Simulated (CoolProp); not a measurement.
R1132(E) at several states: fugacity coefficient from the reference equation and from simpler models built on Tc = 348.8 K, pc = 5.174 MPa, ω = 0.245; each cubic takes its own stable root.

Model: reference Helmholtz-energy equation of state, Akasaka 2024, in CoolProp.

```json
[
 {"T (K)": "358.5", "p (MPa)": "4.55", "phase": "gas", "reference": "0.7314", "van der Waals": "0.7559", "Redlich-Kwong": "0.7337", "Soave-Redlich-Kwong": "0.7375", "Peng-Robinson": "0.7153"},
 {"T (K)": "329.6", "p (MPa)": "0.0776", "phase": "gas", "reference": "0.9937", "van der Waals": "0.9949", "Redlich-Kwong": "0.9940", "Soave-Redlich-Kwong": "0.9939", "Peng-Robinson": "0.9932"},
 {"T (K)": "313.7", "p (MPa)": "2.86", "phase": "liquid", "reference": "0.6609", "van der Waals": "0.7873", "Redlich-Kwong": "0.7354", "Soave-Redlich-Kwong": "0.6761", "Peng-Robinson": "0.6574"},
 {"T (K)": "329.2", "p (MPa)": "0.0176", "phase": "gas", "reference": "0.9986", "van der Waals": "0.9988", "Redlich-Kwong": "0.9986", "Soave-Redlich-Kwong": "0.9986", "Peng-Robinson": "0.9985"}
]
```

At some of these states van der Waals gives the other phase, because its saturation line lies elsewhere.
